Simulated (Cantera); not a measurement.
Equilibrium for oxide etching and cleaning by halides: MgO + HCl + N₂

A closed system holds: 1 mol MgO, 1 mol HCl, 7.9 mol N₂, equilibrated at 1000 K.

These are equilibrium values from Cantera (NASA tables, ideal gas, pure condensed phases), not measurements of a reactor. Candidate condensed phases: H₂O, Mg, MgCl₂, MgO, Mg(OH)₂, NH₄Cl; 38 gas species. The numbers say what is thermodynamically allowed, not how fast it happens.

```csv
P (Pa),x N₂,x HCl,x H₂O,x MgCl₂,x Cl,x H₂,x Cl₂,n MgO(s),n MgCl₂(l)
1,0.888,0.111,0.000481,0.000481,2.23e-5,1.12e-5,3.29e-8,0.996,0
10,0.888,0.111,0.000481,0.000481,1.03e-5,5.22e-6,7.03e-8,0.996,0
100,0.888,0.111,0.000481,0.000481,4.71e-6,2.50e-6,1.47e-7,0.996,0
1000,0.888,0.111,0.000481,0.000481,2.06e-6,1.31e-6,2.80e-7,0.996,0
10000,0.888,0.111,0.000481,0.000481,8.11e-7,8.42e-7,4.36e-7,0.996,0
100000,0.889,0.110,0.00119,0.000190,2.83e-7,6.74e-7,5.32e-7,0.989,0.00887
```
x: gas mole fraction; n: condensed amount in mol.

From 1.00e-5 bar to 0.100 bar the condensed part is MgO(s). At 1.00 bar the condensed part is MgCl₂(l) + MgO(s). The main Mg-bearing gas is MgCl₂ throughout.
